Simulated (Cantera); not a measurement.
A perfectly stirred reactor is fed with CH₃OH : O₂ : N₂ = 0.0021 : 0.0028 : 1 (molar parts), at 1.01 bar; it is held at 1225 K, and followed from long to short residence time.

Model: GRI-Mech 3.0 (53 species, 325 reactions), integrated in Cantera. GRI-Mech 3.0 was tuned for natural gas; its chemistry of methanol as a main component is partial and can be far from experiment.

### Question
What does this change do: temperature 1225 to 1100 K?

### Answer
| quantity | before | after |
|---|---|---|
| x(CH₃OH) at τ = 0.930 s | 3.02e-7 | 8.59e-7 |
| x(O₂) at τ = 0.930 s | 2.67e-5 | 5.49e-5 |
| x(C₂H₆) at τ = 0.930 s | 1.05e-11 | 4.06e-10 |
| x(NO) at τ = 0.930 s | 1.28e-6 | 5.04e-7 |
| x(OH) at τ = 0.930 s | 7.30e-6 | 2.30e-6 |
| x(CH₃OH) at τ = 79.0 ms | 1.52e-6 | 5.62e-6 |
| x(O₂) at τ = 79.0 ms | 0.000158 | 0.000339 |
| x(C₂H₆) at τ = 79.0 ms | 8.56e-11 | 1.45e-9 |
| x(NO) at τ = 79.0 ms | 1.60e-6 | 3.52e-7 |
| x(OH) at τ = 79.0 ms | 1.87e-5 | 6.69e-6 |

### Question
What does this change do: 0.0084 parts H2 added?

### Answer
```json
[
 {"quantity": "x(CH₃OH) at τ = 0.930 s", "before": "3.02e-7", "after": "8.29e-7"},
 {"quantity": "x(O₂) at τ = 0.930 s", "before": "2.67e-5", "after": "4.02e-5"},
 {"quantity": "x(C₂H₆) at τ = 0.930 s", "before": "1.05e-11", "after": "1.14e-8"},
 {"quantity": "x(NO) at τ = 0.930 s", "before": "1.28e-6", "after": "4.59e-8"},
 {"quantity": "x(OH) at τ = 0.930 s", "before": "7.30e-6", "after": "2.21e-7"},
 {"quantity": "x(CH₃OH) at τ = 79.0 ms", "before": "1.52e-6", "after": "3.40e-6"},
 {"quantity": "x(O₂) at τ = 79.0 ms", "before": "0.000158", "after": "0.000154"},
 {"quantity": "x(C₂H₆) at τ = 79.0 ms", "before": "8.56e-11", "after": "4.40e-8"},
 {"quantity": "x(NO) at τ = 79.0 ms", "before": "1.60e-6", "after": "1.46e-7"},
 {"quantity": "x(OH) at τ = 79.0 ms", "before": "1.87e-5", "after": "8.89e-7"}
]
```
